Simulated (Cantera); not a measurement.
**Premixed flame**

A freely propagating, adiabatic, planar premixed flame of 32.9 % H₂, 13.7 % O₂, 53.3 % N₂, unburnt at 575 K and 2.20 bar; multicomponent+Soret transport, grid criteria slope 0.08 and curve 0.16, no radiation.

Detailed kinetics in Cantera: the H2/O2 subset of GRI-Mech 3.0, which has no nitrogen chemistry. The hydrogen kinetics of GRI-Mech 3.0 are dated; newer H2 mechanisms differ, most at raised pressure. Burning velocities carry a grid error of a few per cent, more on coarse grids.

| z (mm) | T (K) | u (m/s) | x H₂ | x O₂ | x H | x HO₂ | x OH | x H₂O₂ |
|---|---|---|---|---|---|---|---|---|
| -0.487 | 575 | 7.16 | 0.329 | 0.137 | <1e-8 | <1e-8 | <1e-8 | <1e-8 |
| -0.324 | 575 | 7.16 | 0.329 | 0.137 | <1e-8 | <1e-8 | <1e-8 | <1e-8 |
| -0.243 | 575 | 7.16 | 0.329 | 0.137 | <1e-8 | <1e-8 | <1e-8 | <1e-8 |
| -0.162 | 575 | 7.15 | 0.329 | 0.137 | <1e-8 | 4.73e-7 | <1e-8 | <1e-8 |
| -0.0811 | 597 | 7.28 | 0.314 | 0.140 | 8.90e-5 | 0.000332 | 4.81e-5 | 7.20e-6 |
| -0.0406 | 854 | 10.1 | 0.270 | 0.134 | 0.00523 | 0.000378 | 0.00106 | 3.71e-5 |
| 0 | 1325 | 15.2 | 0.175 | 0.0904 | 0.0328 | 0.000157 | 0.00402 | 9.14e-6 |
| 0.0406 | 1647 | 18.7 | 0.0952 | 0.0365 | 0.0551 | 5.75e-5 | 0.00996 | 3.36e-6 |
| 0.0811 | 1803 | 20.4 | 0.0739 | 0.0186 | 0.0552 | 2.69e-5 | 0.0134 | 2.02e-6 |
| 0.162 | 1963 | 22.0 | 0.0704 | 0.0122 | 0.0450 | 1.53e-5 | 0.0154 | 1.12e-6 |
| 0.324 | 2122 | 23.6 | 0.0699 | 0.00884 | 0.0328 | 9.53e-6 | 0.0156 | 6.43e-7 |
| 0.649 | 2267 | 24.9 | 0.0680 | 0.00582 | 0.0223 | 5.52e-6 | 0.0142 | 4.09e-7 |
| 1.30 | 2382 | 26.0 | 0.0654 | 0.00340 | 0.0145 | 2.95e-6 | 0.0117 | 2.77e-7 |
x: mole fraction of selected species; z is measured from the peak of heat release.

| Item | Value |
|---|---|
| laminar burning velocity | 716 cm/s |
| thermal thickness | 0.162 mm |
| peak x(H) | 0.0567 |
| peak x(HO₂) | 0.000551 |
| peak x(OH) | 0.0157 |
| peak x(H₂O₂) | 3.75e-5 |
